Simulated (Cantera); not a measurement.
A Cantera script and its output.

```python
import numpy as np
import cantera as ct

gas = ct.Solution("h2o2.yaml")
gas.TPX = 1325, 2666, {'H2': 0.41, 'O2': 1}
inlet = ct.Reservoir(gas, clone=True)

reactor = ct.IdealGasConstPressureReactor(gas, energy="off", clone=False)
exhaust = ct.Reservoir(gas, clone=True)
tau = [1.1, 0.43, 0.17, 0.065, 0.026, 0.01, 0.0039, 0.0015][0]
for a, b in ((inlet, reactor), (reactor, exhaust)):
    ct.MassFlowController(a, b, mdot=lambda t: reactor.mass / tau)
net = ct.ReactorNet([reactor])
show = ['H2', 'O2', 'H2O2', 'H2O', 'HO2']

rows = []
print(f"{'tau/s':>10s}{'T/K':>9s}" + "".join(f"{s:>11s}" for s in show))
for tau in [1.1, 0.43, 0.17, 0.065, 0.026, 0.01, 0.0039, 0.0015]:
    net.initial_time = 0.0
    net.advance(30 * tau)
    before = gas.X
    net.advance(40 * tau)
    drift = np.max(np.abs(gas.X - before) / (gas.X + 1e-9))
    rows.append([gas.T, *gas[show].X, drift])
    print(f"{tau:10.3e}{gas.T:9.1f}" + "".join(f"{x:11.3e}" for x in gas[show].X))
```

Output:

```
     tau/s      T/K         H2         O2       H2O2        H2O        HO2
 1.100e+00   1325.0  5.088e-04  6.574e-01  3.168e-07  3.376e-01  5.305e-06
 4.300e-01   1325.0  9.398e-04  6.559e-01  4.275e-07  3.361e-01  7.857e-06
 1.700e-01   1325.0  1.710e-03  6.533e-01  5.581e-07  3.333e-01  1.080e-05
 6.500e-02   1325.0  3.142e-03  6.485e-01  7.058e-07  3.282e-01  1.385e-05
 2.600e-02   1325.0  5.502e-03  6.406e-01  8.349e-07  3.191e-01  1.622e-05
 1.000e-02   1325.0  9.506e-03  6.266e-01  9.155e-07  3.019e-01  1.756e-05
 3.900e-03   1325.0  1.521e-02  6.062e-01  9.058e-07  2.745e-01  1.738e-05
 1.500e-03   1325.0  2.257e-02  5.850e-01  8.413e-07  2.409e-01  1.614e-05
```

Cantera simulation using the H2/O2 subset of GRI-Mech 3.0, which has no nitrogen chemistry; the numbers are that mechanism's predictions, not measurements. Radical loss at walls, strong at low pressure, is not modelled. The temperature is held fixed by assumption; the heat of reaction is taken as removed at once.
